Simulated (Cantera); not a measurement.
## Thermodynamics of silicon nitride deposition, feed SiH4 + NH3 + N2

Feed: 1 mol SiH4, 3.9 mol NH3, a varied amount of N2, equilibrated at 0.623 Torr.

Cantera equilibrium calculation (NASA polynomials, part measured and part estimated; ideal gas, pure solids and liquids). Candidate condensed phases: Si, Si3N4; 18 gas species. The numbers say what is thermodynamically allowed, not how fast it happens.

Task: Map the stable condensed phases over T = 1273, 1323, 1373, 1423, 1473, 1523, 1573, 1623, 1673, 1723, 1773, 1823, 1873, 1923 K and n(N2) in mol = 12, 14, 17, 21, 25, 31, 37, 45, 55, 66, 80.

Result: 
```
T in K \ n(N2) in mol
         12 14 17 21 25 31 37 45 55 66 80
   1923   A  A  A  A  A  A  B  B  B  B  B
   1873   A  A  A  A  A  A  A  A  A  A  B
   1823   A  A  A  A  A  A  A  A  A  A  A
   1773   A  A  A  A  A  A  A  A  A  A  A
   1723   A  A  A  A  A  A  A  A  A  A  A
   1673   A  A  A  A  A  A  A  A  A  A  A
   1623   C  C  C  C  C  C  C  C  C  C  C
   1573   C  C  C  C  C  C  C  C  C  C  C
   1523   C  C  C  C  C  C  C  C  C  C  C
   1473   C  C  C  C  C  C  C  C  C  C  C
   1423   C  C  C  C  C  C  C  C  C  C  C
   1373   C  C  C  C  C  C  C  C  C  C  C
   1323   C  C  C  C  C  C  C  C  C  C  C
   1273   C  C  C  C  C  C  C  C  C  C  C
```
A: Si; B: gas only; C: Si3N4.
